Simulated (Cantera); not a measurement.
An isothermal plug-flow reactor at 675 K and 42000 Pa (inlet), inlet velocity 0.14 m/s, active area per volume 290 1/m; feed 1.12 % H₂, 6.39 % O₂, 88.6 % N₂, 3.92 % H₂O, equivalence ratio 0.088.

Cantera simulation using Deutschmann's 1995 Pt surface mechanism with GRI-Mech 3.0 gas chemistry; the numbers are that mechanism's predictions, not measurements. Catalytic surfaces can have several steady states; this one follows from the mechanism file's or the stated starting coverage. Mass transfer to the wall is taken as infinitely fast.

Question: Predict: x(H₂) at z = 0.0054 m; x(O₂) at z = 0.0054 m; x(H₂O) at z = 0.0054 m; θ(free Pt) at the exit; θ(O*) at the exit; θ(OH*) at the exit.

Answer: 
| Quantity | Value |
|---|---|
| x(H₂) at z = 0.0054 m | 1.90e-5 |
| x(O₂) at z = 0.0054 m | 0.0586 |
| x(H₂O) at z = 0.0054 m | 0.0507 |
| θ(free Pt) at the exit | 0.00936 |
| θ(O*) at the exit | 0.987 |
| θ(OH*) at the exit | 0.00327 |
